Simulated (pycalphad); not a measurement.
# Phase fractions of Ti-79.4B (at.%)

Source of the numbers: pycalphad with the COST 507 light-alloy database (1999); pressure 1 atm. The database dates from 1999; later assessments differ in places, in temperatures and in the compounds included. Phase fractions are per mole of atoms. Diffusion is slow at the low end, where real alloys seldom reach equilibrium.

```tsv
T (K)	liquid	B2M	β-boron
3250	1.000	-	-
3100	0.773	0.227	-
2950	0.642	0.358	-
2800	0.553	0.447	-
2650	0.486	0.514	-
2500	0.436	0.564	-
2350	0.408	0.592	-
2200	-	0.618	0.382
2050	-	0.618	0.382
1900	-	0.618	0.382
1750	-	0.618	0.382
1600	-	0.618	0.382
1450	-	0.618	0.382
1300	-	0.618	0.382
1150	-	0.618	0.382
1000	-	0.618	0.382
850	-	0.618	0.382
700	-	0.618	0.382
550	-	0.618	0.382
```

Database names, with the compositions (at.%) that they take in these runs: B2M: B 67 Ti 33.
